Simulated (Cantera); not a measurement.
## Premixed flame

A freely propagating, adiabatic, planar premixed flame of 47.5 % H2, 12.5 % O2, 40.0 % N2, equivalence ratio 1.9, unburnt at 625 K and 1.50 bar; multicomponent transport, grid criteria slope 0.08 and curve 0.16, no radiation.

Detailed kinetics in Cantera: the H2/O2 subset of GRI-Mech 3.0, which has no nitrogen chemistry. Burning velocities carry a grid error of a few per cent, more on coarse grids.

```csv
z (mm),T (K),u (m/s),x H2,x O2,x OH,x H2O2,x HO2,x H2O
-0.802,625,10.9,0.475,0.125,<1e-8,<1e-8,<1e-8,<1e-8
-0.535,625,10.9,0.475,0.125,<1e-8,<1e-8,<1e-8,<1e-8
-0.401,625,10.9,0.475,0.125,<1e-8,<1e-8,<1e-8,<1e-8
-0.267,625,10.9,0.475,0.125,<1e-8,<1e-8,9.01e-7,1.44e-7
-0.134,648,11.3,0.472,0.125,8.49e-5,3.64e-6,0.000311,0.00104
-0.0668,878,15.0,0.442,0.117,0.000771,1.09e-5,0.000224,0.0215
0,1310,21.7,0.327,0.0741,0.00317,3.17e-6,9.58e-5,0.114
0.0668,1606,26.1,0.226,0.0193,0.00627,1.53e-6,2.44e-5,0.220
0.134,1736,28.0,0.205,0.00445,0.00732,9.34e-7,5.46e-6,0.251
0.267,1864,29.8,0.209,0.00147,0.00802,5.57e-7,1.80e-6,0.259
0.535,1998,31.7,0.219,0.000960,0.00808,3.09e-7,1.15e-6,0.263
1.07,2128,33.4,0.228,0.000586,0.00737,1.68e-7,7.18e-7,0.268
2.14,2241,34.8,0.237,0.000308,0.00603,9.23e-8,4.06e-7,0.273
```
x: mole fraction of selected species; z is measured from the peak of heat release.

The laminar burning velocity is 1090 cm/s. The thermal thickness is 0.267 mm and the peak x(OH) is 0.00814. The peak x(H2O2) comes out as 1.15e-5, the peak x(HO2) is 0.000359 and the grid points is 138.
